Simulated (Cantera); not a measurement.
Standard-state values (1 bar) from the NASA 1993 polynomials, evaluated with Cantera. Values are per mole of reaction as written; species without (g) are pure solids or liquids, kept so even where they would boil at 1 bar.

NH3(g) + VO2(g) → NO2(g) + 3 H(g) + V

```
T (K)    ΔH° (kJ)   ΔS° (J/K)    ΔG° (kJ)     log10 K
-----  ----------  ----------  ----------  ----------
1473       1008.7       215.5       691.3      -24.52
1523       1010.2       216.5       680.5      -23.34
1573       1011.8       217.5       669.7      -22.24
1623   (withheld)  (withheld)  (withheld)  (withheld)
1673       1014.8       219.4       647.8      -20.23
1723       1016.4       220.3       636.9      -19.31
1773   (withheld)  (withheld)  (withheld)  (withheld)
1823       1019.4       222.0       614.7      -17.61
1873   (withheld)  (withheld)  (withheld)  (withheld)
```

Some entries are withheld; supply them.


- 1623, ΔH° (kJ): 1013.3
- 1623, ΔS° (J/K): 218.4
- 1623, ΔG° (kJ): 658.8
- 1623, log10 K: -21.20
- 1773, ΔH° (kJ): 1017.9
- 1773, ΔS° (J/K): 221.1
- 1773, ΔG° (kJ): 625.8
- 1773, log10 K: -18.44
- 1873, ΔH° (kJ): 1021.0
- 1873, ΔS° (J/K): 222.8
- 1873, ΔG° (kJ): 603.6
- 1873, log10 K: -16.83
